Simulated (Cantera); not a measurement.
A Cantera script and its output.

```python
import numpy as np
import cantera as ct

gas = ct.Solution("gri30.yaml")
gas.TPX = 1400, 260, {'C2H6': 1, 'N2': 1.2}
inlet = ct.Reservoir(gas, clone=True)

reactor = ct.IdealGasConstPressureReactor(gas, energy="off", clone=False)
exhaust = ct.Reservoir(gas, clone=True)
tau = [13, 4.7, 1.7, 0.59, 0.21, 0.073, 0.026, 0.009, 0.0032, 0.0011][0]
for a, b in ((inlet, reactor), (reactor, exhaust)):
    ct.MassFlowController(a, b, mdot=lambda t: reactor.mass / tau)
net = ct.ReactorNet([reactor])
show = ['C2H6', 'CH3', 'CH2', 'H2', 'C2H2']

rows = []
print(f"{'tau/s':>10s}{'T/K':>9s}" + "".join(f"{s:>11s}" for s in show))
for tau in [13, 4.7, 1.7, 0.59, 0.21, 0.073, 0.026, 0.009, 0.0032, 0.0011]:
    net.initial_time = 0.0
    net.advance(30 * tau)
    before = gas.X
    net.advance(40 * tau)
    drift = np.max(np.abs(gas.X - before) / (gas.X + 1e-9))
    rows.append([gas.T, *gas[show].X, drift])
    print(f"{tau:10.3e}{gas.T:9.1f}" + "".join(f"{x:11.3e}" for x in gas[show].X))
```

Result:

```
     tau/s      T/K       C2H6        CH3        CH2         H2       C2H2
 1.300e+01   1400.0  6.777e-04  7.959e-04  1.985e-07  3.861e-01  2.110e-01
 4.700e+00   1400.0  1.731e-03  1.241e-03  3.283e-07  3.554e-01  1.982e-01
 1.700e+00   1400.0  4.421e-03  1.924e-03  5.416e-07  3.184e-01  1.787e-01
 5.900e-01   1400.0  1.176e-02  3.061e-03  9.218e-07  2.727e-01  1.476e-01
 2.100e-01   1400.0  3.038e-02  4.893e-03  1.561e-06  2.230e-01  1.061e-01
 7.300e-02   1400.0  7.699e-02  7.721e-03  2.540e-06  1.724e-01  5.997e-02
 2.600e-02   1400.0  1.691e-01  1.064e-02  3.477e-06  1.228e-01  2.423e-02
 9.000e-03   1400.0  3.011e-01  1.123e-02  3.543e-06  6.632e-02  5.242e-03
 3.200e-03   1400.0  4.032e-01  7.636e-03  2.177e-06  2.178e-02  4.345e-04
 1.100e-03   1400.0  4.444e-01  3.413e-03  6.535e-07  3.459e-03  8.711e-06
```

Cantera simulation using GRI-Mech 3.0 (53 species, 325 reactions); the numbers are that mechanism's predictions, not measurements. GRI-Mech 3.0 stops at C3 and has no aromatics, soot or wall deposition, so with more carbon than oxygen in the feed, carbon stays in small species such as C2H2 where larger ones or solid carbon would form. Radical loss at walls, strong at low pressure, is not modelled.
